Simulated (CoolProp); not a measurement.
A single-stage vapour-compression cycle with sulfur hexafluoride: evaporating at 248.15 K (dew point), condensing at 300.15 K (bubble point), superheat 2 K, subcooling 2 K, compressor efficiency 0.7, no pressure losses. Each further row changes one setting.

Values from CoolProp's reference Helmholtz-energy equation of state, Guder 2009.

```tsv
case	cooling COP	pressure ratio	discharge temperature (K)	refrigerating effect (kJ/kg)	volumetric capacity (kJ/m³)
as stated	?	4.24	310.5	48.4	2280
evaporating temperature 253.15 K	2.30	3.59	309.6	50.4	2800
condensing temperature 295.15 K	2.37	3.76	305.0	54.3	?
subcooling 7 K	2.20	4.24	310.5	54.6	2580
superheat 12 K	?	4.24	319.5	54.9	2440
compressor efficiency 0.6	1.67	4.24	314.8	48.4	2280
```

**Question.** Complete the blanks.

**Answer.** 
- as stated, cooling COP: 1.95
- condensing temperature 295.15 K, volumetric capacity (kJ/m³): 2570
- superheat 12 K, cooling COP: 2.06
